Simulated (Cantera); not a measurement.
Charge: 1 mol TiO2, 170 mol H2, 0.061 mol H2O, at 875 °C and 23.0 Pa.

These are equilibrium values from Cantera (NASA tables, ideal gas, pure condensed phases), not measurements of a reactor. Candidate condensed phases: H2O, Ti, TiO, TiO2, Ti2O3, Ti3O5, Ti4O7; 12 gas species. Mutual solubility and eutectic melting of coexisting phases are not modelled. Condensed phases not in the tables: Magnéli phases beyond Ti4O7. Equilibrium is a limit: real reactors are often held back by kinetics, nucleation or transport.

Base state: H2 0.999, H2O 0.000580 (mole fractions); condensed: TiO2(rutile) + Ti4O7(s).

**Question.** What changes in the equilibrium state with this change: temperature from 875 °C to 1627 °C?

**Answer.** 
```csv
species,before,after
H2,0.999,0.947
H,4.74e-6,0.0509
H2O,0.000580,0.00233
TiO,<1e-9,0.000139
TiO2,<1e-9,3.57e-5
OH,<1e-9,1.03e-5
"TiO2(rutile), mol",0.849,0
"Ti4O7(s), mol",0.0377,0
"Ti3O5(s), mol",0,0.323
```
